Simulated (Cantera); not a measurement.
## Transport properties of process gases

Gas mixture: 23.6 % N₂O, 76.4 % CO₂, at 0.132 atm, frozen composition.

Cantera's kinetic-theory transport with the Lennard-Jones parameters of GRI-Mech 3.0, ideal gas; thermal conductivity in the mixture-averaged form. The composition is frozen, though it would react at the higher temperatures.

| T (K) | ρ (kg/m³) | cp (J/kg/K) | μ (µPa s) | λ (mW/m/K) | Pr | D (cm²/s) OH | D (cm²/s) H | D (cm²/s) CO₂ |
|---|---|---|---|---|---|---|---|---|
| 400 | 0.176 | 945.6 | 19.7 | 25.4 | 0.734 | 3.15 | 12.8 | 1.46 |
| 650 | 0.109 | 1108 | 29.6 | 44.7 | 0.733 | 7.34 | 30.4 | 3.55 |
| 900 | 0.0784 | 1209 | 37.8 | 62.3 | 0.733 | 12.8 | 53.3 | 6.30 |
| 1150 | 0.0614 | 1273 | 45.0 | 78.3 | 0.732 | 19.3 | 80.8 | 9.61 |
| 1400 | 0.0504 | 1317 | 51.5 | 92.9 | 0.730 | 26.8 | 113 | 13.4 |
| 1650 | 0.0428 | 1347 | 57.5 | 106 | 0.729 | 35.2 | 148 | 17.7 |
| 1900 | 0.0371 | 1369 | 63.2 | 119 | 0.728 | 44.5 | 187 | 22.4 |
| 2150 | 0.0328 | 1385 | 68.5 | 131 | 0.727 | 54.6 | 230 | 27.6 |
| 2400 | 0.0294 | 1397 | 73.7 | 142 | 0.726 | 65.5 | 277 | 33.2 |
D: mixture-averaged diffusion coefficient of that species in the mixture.
